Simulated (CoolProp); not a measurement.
Properties of hydrogen chloride along the isobar 96.6 bar (Tc = 324.7 K, pc = 83.14 bar, ω = 0.130).

Model: reference Helmholtz-energy equation of state, Thol 2018, in CoolProp.

```
T (K)          phase  density (kg/m³)  cp (kJ/(kg K))  speed of sound (m/s)  fugacity coefficient
-----  -------------  ---------------  --------------  --------------------  --------------------
284.1         liquid            919.0           1.957                 659.3                0.3023
299.6         liquid            850.2             ___                 559.6                0.3983
315.1         liquid            756.5           2.831                 437.3                0.5026
330.6  supercritical              ___           11.25                 247.8                0.6064
346.1  supercritical            227.3             ___                 261.6                0.6724
361.6  supercritical            182.6           2.119                 286.5                0.7173
377.1  supercritical            159.1           1.657                   ___                0.7529
392.6  supercritical            143.3           1.420                   ___                   ___
408.1  supercritical              ___           1.277                 333.3                0.8073
```

Problem. What belongs in the gaps?

Solution. 
- 299.6, cp (kJ/(kg K)): 2.200
- 330.6, density (kg/m³): 531.1
- 346.1, cp (kJ/(kg K)): 3.459
- 377.1, speed of sound (m/s): 304.9
- 392.6, speed of sound (m/s): 320.1
- 392.6, fugacity coefficient: 0.7824
- 408.1, density (kg/m³): 131.7

The peak of cp marks the crossing from liquid-like to gas-like fluid above the critical point.
